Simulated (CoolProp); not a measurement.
Vapour-liquid equilibrium of benzene (1) + n-heptane (2) at 367.3 K; x and y are mole fractions of (1).

Values from CoolProp's multi-fluid Helmholtz-energy mixture model, Thol 2012 and Span 2003; pair parameters Bell 2016.

| x | bubble pressure, mixture model (kPa) | bubble pressure, Raoult's law (kPa) | y, mixture model | y, Raoult's law |
|---|---|---|---|---|
| 0.05 | 94.58 | 92.52 | 0.100 | 0.083 |
| 0.125 | 102.3 | 97.32 | 0.230 | 0.197 |
| 0.2 | 109.7 | 102.1 | 0.339 | 0.300 |
| 0.275 | 116.6 | 106.9 | 0.430 | 0.394 |
| 0.35 | 122.9 | 111.7 | 0.509 | 0.480 |
| 0.425 | 128.6 | 116.5 | 0.576 | 0.559 |
| 0.5 | 133.6 | 121.3 | 0.637 | 0.632 |
| 0.575 | 138.1 | 126.1 | 0.691 | 0.699 |
| 0.65 | 142.0 | 130.9 | 0.743 | 0.761 |
| 0.725 | 145.5 | 135.7 | 0.793 | 0.819 |
| 0.8 | 148.4 | 140.5 | 0.843 | 0.873 |
| 0.875 | 150.8 | 145.3 | 0.897 | 0.923 |
| 0.95 | 152.6 | 150.1 | 0.956 | 0.970 |

The largest gap from Raoult's law is +10.4 % in bubble pressure, at x = 0.425. No azeotrope shows between x = 0.05 and 0.95.

The pair parameters rest on a limited set of measurements; away from them the model extrapolates.
